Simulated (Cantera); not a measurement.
Input: 1 mol C₂H₆, 4.1 mol CO₂, 48 mol H₂, 1.9 mol H₂O, at 275 °C and 1.20 Torr.

Cantera equilibrium calculation (NASA polynomials, part measured and part estimated; ideal gas, pure solids and liquids). Candidate condensed phases: C, C₆H₆, C₇H₈, C₈H₁₈, H₂O; 110 gas species. Kinetics and transport are ignored.

Base state: H₂ 0.668, H₂O 0.203, CH₄ 0.124, CO₂ 0.00506, CO 0.000280 (mole fractions); condensed: gas only.

Task: What changes in the equilibrium state with this change: temperature from 275 °C to 425 °C?

Result: 
```tsv
species	before	after
H₂	0.668	0.849
CO	0.000280	0.0638
H₂O	0.203	0.0453
CH₄	0.124	0.00889
CO₂	0.00506	0.0326
```

Task: What changes in the equilibrium state with this change: temperature from 275 °C to 1402 °C?

Result: 
| species | before | after |
|---|---|---|
| H₂ | 0.668 | 0.829 |
| CO | 0.000280 | 0.101 |
| H₂O | 0.203 | 0.0653 |
| CH₄ | 0.124 | <1e-9 |
| H | <1e-9 | 0.00264 |
| OH | <1e-9 | 1.01e-5 |
| CO₂ | 0.00506 | 0.00240 |
